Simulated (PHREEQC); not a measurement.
A solution holds 0.33 mol/kgw CdCl2, 0.053 mol/kgw NiCl2 and 0.0082 mol/kgw NaHCO3, at 25 °C. Closed to the air; pH follows from the charge balance.

Model: ion-association model, wateq4f.dat, run in PHREEQC.

```csv
quantity,before,after
pH,5.89,7.07
ionic strength (mol/kgw),0.387,0.397
Cl- (mol/kgw),0.304,0.304
CdCl+ (mol/kgw),0.183,0.183
CdCl2 (mol/kgw),0.103,0.102
Ni+2 (mol/kgw),0.0377,0.0410
SI of CdOHCl (CdOHCl),-0.49,+0.70
```

What was changed between the two runs?
A. NaHCO3 replaced by NaAlO2 at the same molality
B. 0.059 mol/kgw HBr added
C. diluted 5-fold with water
D. temperature from 25 to 40 °C
E. diluted 100-fold with water

A, NaHCO3 replaced by NaAlO2 at the same molality

No solid was allowed to form. Some of these states are supersaturated (in Otavite, Al(OH)3(a), Ni(OH)2, for instance).
